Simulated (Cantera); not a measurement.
Feed: 1 mol CH₃SiH₃, 0.0046 mol C₃H₈, 270 mol H₂, at 10.0 mbar.

Method: chemical equilibrium by Gibbs-energy minimisation in Cantera with the NASA 1993 tables (ideal gas, pure condensed phases). Candidate condensed phases: C, C₆H₆, C₇H₈, C₈H₁₈, Si, SiC; 87 gas species. The feed counts by its element totals alone. Gases not in the tables: Si₂H₆ and higher silanes. Rates play no part.

x: gas mole fraction; n: condensed amount in mol.

```tsv
T (°C)	x H₂	x H	x Si	x C₂H₂ (acetylene)	x SiC₂	x Si₂C	n SiC(s)
1302	1.000	0.000415	6.15e-8	1.71e-5	1.60e-10	1.64e-10	1.000
1402	0.999	?	?	?	?	?	1.000
1502	0.997	0.00289	1.03e-5	2.96e-5	2.70e-8	9.57e-8	0.996
1602	0.993	0.00653	6.78e-5	6.30e-5	3.01e-7	1.05e-6	0.978
1702	0.986	0.0136	0.000297	0.000189	3.23e-6	7.32e-6	0.905
1802	0.972	0.0263	0.00104	0.000588	2.95e-5	3.88e-5	0.659
1902	0.948	0.0475	0.00293	0.00154	0.000187	0.000138	0
2002	0.914	?	0.00309	0.00156	0.000176	?	0
2102	0.864	0.131	0.00311	0.00154	0.000159	1.69e-5	0
2202	0.795	0.201	0.00305	0.00148	0.000141	6.15e-6	0
2302	0.705	0.291	0.00293	0.00138	0.000125	2.32e-6	0
```

Task: Some entries are withheld; supply them.

Result: 
- 1402, x H: 0.00116
- 1402, x Si: 9.45e-7
- 1402, x C₂H₂ (acetylene): 2.21e-5
- 1402, x SiC₂: 2.39e-9
- 1402, x Si₂C: 4.89e-9
- 2002, x H: 0.0812
- 2002, x Si₂C: 4.84e-5
